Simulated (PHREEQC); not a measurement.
Make-up at 30 °C: 0.00024 mol CaSO4, 0.00039 mol Na2CO3 and 0.28 mol MgSO4 per kg of water. Closed to the air; pH follows from the charge balance.

Model: Pitzer model, pitzer.dat, run in PHREEQC.

This is a speciation only: nothing precipitates in the calculation.

Task: Predict the pH, osmotic coefficient, density.

Result: pH 8.90; osmotic coefficient 0.545; density 1.029 g/cm³.

Task: In which forms is C present?

Result: HCO3- 45 %, MgCO3 32 %, CO3-2 23 % of the C.

Saturation is exceeded, for instance for Magnesite (slow to form); the values hold only as long as no solid forms. In brines, pH and single-ion activities rest on the MacInnes convention.
